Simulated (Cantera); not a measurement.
Mixture: 37.1 % H2, 13.2 % O2, 49.7 % N2, equivalence ratio 1.4, at 1.01 bar, adiabatic and at constant volume. Ignition delay is the time to a rise of 400 K.

Computed with Cantera and the H2/O2 subset of GRI-Mech 3.0, which has no nitrogen chemistry. Where the delays flatten at high temperature, the 400 K rule measures the pace of heat release, not the induction time.

**Question.** Predict: delay at 1175 K; delay at 1275 K; delay at 1375 K; delay at 1475 K; delay at 1575 K; delay at 1675 K.

**Answer.** 
| Item | Value |
|---|---|
| delay at 1175 K | 52.7 µs |
| delay at 1275 K | 31.4 µs |
| delay at 1375 K | 21.3 µs |
| delay at 1475 K | 15.9 µs |
| delay at 1575 K | 13.0 µs |
| delay at 1675 K | 11.5 µs |
